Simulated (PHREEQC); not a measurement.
Solution (25 °C): 0.047 mol HBr and 0.14 mol AlCl3 per kg of water. Closed to the air; pH follows from the charge balance.

Model: ion-association model, phreeqc.dat, run in PHREEQC.

Precipitation was switched off in this run.

### Question
What pH, activity of water, density does the model give?

### Answer
pH 1.46; activity of water 0.989; density 1.016 g/cm³.

The ionic strength is past about 0.7 mol/kgw, beyond the range of this activity model, so the values are rough. Complexes and solids missing from the database can't appear.
